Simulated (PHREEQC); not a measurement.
1.9 g of hydrous ferric oxide (600 m²/g; 0.2 weak and 0.005 strong sites per Fe, Dzombak-Morel constants, diffuse double layer) in 1 kg of water with 0.1 mol/kgw of an inert sodium salt, at 25 °C; the pH is set by adding NaOH or the inert anion's acid. Oxygen is held at 0.21 atm. The system is closed to CO2. Precipitation was switched off in this run.

The numbers come from PHREEQC with the ion-association model, wateq4f.dat.

```
pH    surface charge σ (C/m²)  surface potential ψ (mV)
----  -----------------------  ------------------------
3                       0.363                       152
3.5                     0.350                       151
4                       0.321                       146
4.5                     0.273                       138
5                       0.215                       126
5.5                     0.159                       111
6                       0.112                        93
6.5                     0.074                        74
7                       0.045                        52
7.5                     0.022                        29
8                       0.004                         5
8.5                    -0.014                       -19
9                      -0.034                       -42
9.5                    -0.060                       -65
10                     -0.094                       -85
10.5                   -0.137                      -103
11                     -0.190                      -120
```

Complexes and solids missing from the database can't appear. The oxide is taken as insoluble; below pH 4 it would dissolve.
